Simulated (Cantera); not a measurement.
Input: 1 mol Si, 0.9 mol NF₃, 41 mol H₂, at 1525 K and 100 Torr.

Cantera equilibrium calculation (NASA polynomials, part measured and part estimated; ideal gas, pure solids and liquids). Candidate condensed phases: Si, Si₃N₄; 37 gas species. The tables' values for SiF₃, SiF₂ are old estimates; treat these amounts as uncertain. Rates play no part.

Base state: H₂ 0.973, SiF₄ 0.0106, N₂ 0.00620, SiF₃ 0.00377, HF 0.00341, SiHF₃ 0.00177, SiF₂ 0.000731, SiH₂F₂ 0.000135 (mole fractions); condensed: Si₃N₄(s).

### Question
What changes in the equilibrium state with this change: temperature from 1525 K to 800 K?

### Answer
```json
[
 {"species": "H₂", "before": "0.973", "after": "0.978"},
 {"species": "SiF₄", "before": "0.0106", "after": "0.0161"},
 {"species": "N₂", "before": "0.00620", "after": "0.00555"},
 {"species": "SiF₃", "before": "0.00377", "after": "9.12e-9"},
 {"species": "SiF₂", "before": "0.000731", "after": "<1e-9"},
 {"species": "H", "before": "6.39e-5", "after": "<1e-9"},
 {"species": "SiH₂F₂", "before": "0.000135", "after": "1.20e-8"},
 {"species": "HF", "before": "0.00341", "after": "3.08e-5"},
 {"species": "SiHF₃", "before": "0.00177", "after": "1.80e-5"},
 {"species": "Si₃N₄(s), mol", "before": "0.0947", "after": "0.108"}
]
```

### Question
What changes in the equilibrium state with this change: 0.43 mol O₂ added?

### Answer
```json
[
 {"species": "H₂", "before": "0.973", "after": "0.963"},
 {"species": "HF", "before": "0.00341", "after": "0.0120"},
 {"species": "SiF₄", "before": "0.0106", "after": "0.0116"},
 {"species": "N₂", "before": "0.00620", "after": "0.0106"},
 {"species": "SiO", "before": "0", "after": "0.000229"},
 {"species": "H₂O", "before": "0", "after": "0.000110"},
 {"species": "SiH₂F₂", "before": "0.000135", "after": "1.16e-5"},
 {"species": "SiF₂", "before": "0.000731", "after": "6.37e-5"},
 {"species": "Si₃N₄(s), mol", "before": "0.0947", "after": "0"},
 {"species": "SiO₂(β-quartz), mol", "before": "0", "after": "0.423"}
]
```
The tables hold silica as quartz up to 1696 K and as liquid above; real silica turns to tridymite and cristobalite and melts near 1996 K. Further candidate phases: H₂O, SiO₂, Si₂N₂O.
